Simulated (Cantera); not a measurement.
An adiabatic, constant-pressure homogeneous reactor starts with CH₃OH : O₂ : N₂ : H₂O = 1 : 3.26 : 12.3 : 1.3 (molar parts), equivalence ratio 0.46, at 1548 K and 760 Torr. Integrator tolerance rtol = 1e-08.

Model: GRI-Mech 3.0 (53 species, 325 reactions), integrated in Cantera. GRI-Mech 3.0 was tuned for natural gas; its chemistry of methanol as a main component is partial and can be far from experiment.

Q: What does this change do: O2 3.26 to 2.5 parts?

A: 
```csv
quantity,before,after
time of steepest temperature rise,0.154 ms,0.155 ms
temperature at 2.00 s,2357 K,2382 K
equilibrium temperature,2357 K,2382 K
x(CH₃OH) at 2.00 s,<1e-12 (gas-phase equilibrium <1e-12),<1e-12 (gas-phase equilibrium <1e-12)
x(O₂) at 2.00 s,0.0890 (gas-phase equilibrium 0.0890),0.0525 (gas-phase equilibrium 0.0525)
x(H₂O) at 2.00 s,0.172 (gas-phase equilibrium 0.172),0.179 (gas-phase equilibrium 0.179)
x(HO₂) at 2.00 s,6.66e-6 (gas-phase equilibrium 6.66e-6),4.91e-6 (gas-phase equilibrium 4.91e-6)
x(HCO) at 2.00 s,2.66e-10 (gas-phase equilibrium 2.66e-10),5.52e-10 (gas-phase equilibrium 5.52e-10)
x(H₂) at 2.00 s,0.00164 (gas-phase equilibrium 0.00164),0.00255 (gas-phase equilibrium 0.00255)
```
